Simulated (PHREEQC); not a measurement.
Solution (25 °C): 30 mmol/kgw HF and 1.24 mmol/kgw CsF. Closed to the air; pH follows from the charge balance.

All values are PHREEQC results (ion-association model, wateq4f.dat), not measurements.

No solid was allowed to form.

Order these F species by the share of F that they hold, largest first: H2F2, HF2-, HF, F-.

HF (74 %), F- (15 %), H2F2 (8.8 %), HF2- (2.6 %)

The pH is 2.45 and the ionic strength 0.00506 mol/kgw. Species that the database lacks are ignored. wateq4f.dat counts part of the HF as a dimer, H2F2, which phreeqc.dat doesn't know; its constant is uncertain.
